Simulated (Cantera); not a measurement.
An isothermal, constant-pressure homogeneous reactor starts with N₂O : H₂O = 1 : 0.041 (molar parts), at 1198 K and 1.00 atm. Integrator tolerance rtol = 1e-08.

Detailed kinetics in Cantera: GRI-Mech 3.0 (53 species, 325 reactions). GRI-Mech 3.0 was tuned for natural gas; its chemistry of N2O as a main component is partial and can be far from experiment. The mechanism lacks the step 2 NO + O2 → 2 NO2, which can matter for NO2 below about 1400 K. The temperature is held fixed by assumption; the heat of reaction is taken as removed at once.

### Question
What does this change do: temperature 1198 to 1100 K?

### Answer
```json
[
 {"quantity": "x(N₂O) at 2.00 s", "before": "0.230 (gas-phase equilibrium 1.40e-8)", "after": "0.754 (gas-phase equilibrium 6.62e-9)"},
 {"quantity": "x(H₂O) at 2.00 s", "before": "0.0297 (gas-phase equilibrium 0.0266)", "after": "0.0366 (gas-phase equilibrium 0.0266)"},
 {"quantity": "x(O₂) at 2.00 s", "before": "0.228 (gas-phase equilibrium 0.324)", "after": "0.0659 (gas-phase equilibrium 0.324)"},
 {"quantity": "x(N₂) at 2.00 s", "before": "0.475 (gas-phase equilibrium 0.649)", "after": "0.136 (gas-phase equilibrium 0.649)"},
 {"quantity": "x(O) at 2.00 s", "before": "8.11e-7 (gas-phase equilibrium 1.37e-8)", "after": "2.63e-7 (gas-phase equilibrium 1.42e-9)"}
]
```
